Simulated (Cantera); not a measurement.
Low-pressure radical oxidation in H2/O2

An isothermal, constant-pressure homogeneous reactor starts with H₂ : O₂ = 0.059 : 1 (molar parts), equivalence ratio 0.029, at 1400 K and 910 Pa.

Detailed kinetics in Cantera: GRI-Mech 3.0 (53 species, 325 reactions). Radical loss at walls, strong at low pressure, is not modelled. The temperature is held fixed by assumption; the heat of reaction is taken as removed at once.

```
t (s)         x H₂   x O₂    x HO₂       x H    x H₂O    x H₂O₂      x OH
--------  --------  -----  -------  --------  -------  --------  --------
7.00e-5     0.0557  0.944  5.88e-8   3.46e-8  1.44e-8  2.85e-11   3.53e-8
0.000289    0.0557  0.944  2.42e-7   3.21e-7  7.74e-7  4.63e-10   5.78e-7
0.00119     0.0515  0.941  1.10e-6  0.000886  0.00294   7.83e-9   0.00163
0.00492    0.00102  0.898  1.42e-6   0.00688   0.0481   4.02e-8   0.00647
0.0203    0.000938  0.902  1.39e-6   0.00596   0.0489   3.98e-8   0.00621
0.0837    0.000665  0.915  1.24e-6   0.00341   0.0514   3.72e-8   0.00526
0.345     0.000217  0.933  7.58e-7  0.000601   0.0550   2.58e-8   0.00304
1.42       2.58e-5  0.941  1.98e-7   2.39e-5   0.0567   9.36e-9   0.00105
5.88       2.47e-6  0.942  4.90e-8   7.05e-7   0.0571   2.23e-9  0.000326
24.2       4.03e-7  0.943  5.70e-8   4.66e-8   0.0572  6.98e-10  0.000132
100        2.81e-7  0.943  6.51e-8   2.72e-8   0.0573  5.93e-10  0.000110
```
x: mole fraction; the columns are a selection and need not sum to one.

Equilibrium at this temperature and pressure: H₂ 2.81e-7, O₂ 0.943, HO₂ 6.51e-8, H 2.72e-8, H₂O 0.0573, H₂O₂ 5.93e-10, OH 0.000110 (gas phase only).
